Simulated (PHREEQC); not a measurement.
Consider water at 25 °C with 0.09 mol/kgw KH2PO4 and 0.016 mol/kgw K2HPO4. Closed to the air; pH follows from the charge balance.

Model: ion-association model, phreeqc.dat, run in PHREEQC.

No solid was allowed to form.

Order these P species by the share of P that they hold, largest first: KHPO4-, HPO4-2, H2PO4-.

H2PO4- (85 %), HPO4-2 (14 %), KHPO4- (1.1 %)

The pH is 6.07 and the ionic strength 0.136 mol/kgw. Species that the database lacks are ignored.
